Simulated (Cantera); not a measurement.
Si(CH3)4 + C2H4 + H2 (silicon carbide growth)

A closed system holds: 1 mol Si(CH3)4, 0.08 mol C2H4, 2.4 mol H2, held at 10000 Pa.

Cantera equilibrium calculation (NASA polynomials, part measured and part estimated; ideal gas, pure solids and liquids). Candidate condensed phases: C, C6H6, C7H8, C8H18, Si, SiC; 87 gas species. Gases not in the tables: Si2H6 and higher silanes. Rates play no part.

```tsv
T (K)	log p H2	log p H	log p C2H2 (acetylene)	log p Si	log p CH4	n C(graphite)	n SiC(s)
1148	-1.00	-7.65	-8.43	<-13	-3.63	3.14	1.00
1248	-1.00	-6.83	-7.61	<-13	-3.95	3.15	1.00
1348	-1.00	-6.14	-6.92	-12.15	-4.23	3.15	1.00
1448	-1.00	-5.54	-6.32	-10.76	-4.48	3.16	1.00
1548	-1.00	-5.01	-5.80	-9.56	-4.69	3.16	1.00
1648	-1.00	-4.55	-5.35	-8.50	-4.87	3.16	1.000
1748	-1.00	-4.14	-4.95	-7.56	-5.04	3.16	1.000
1848	-1.00	-3.78	-4.59	-6.73	-5.18	3.16	1.000
1948	-1.00	-3.45	-4.27	-5.98	-5.31	3.15	1.000
2048	-1.00	-3.15	-3.98	-5.31	-5.43	3.14	0.999
2148	-1.01	-2.88	-3.72	-4.70	-5.54	3.13	0.998
2248	-1.01	-2.64	-3.49	-4.14	-5.65	3.11	0.991
2348	-1.02	-2.42	-3.28	-3.64	-5.75	3.09	0.970
2448	-1.04	-2.22	-3.10	-3.17	-5.86	3.08	0.904
```
log p: log10 of the partial pressure in bar; n: condensed amount in mol.

From 1148 K to 2448 K the condensed part is C(graphite) + SiC(s).
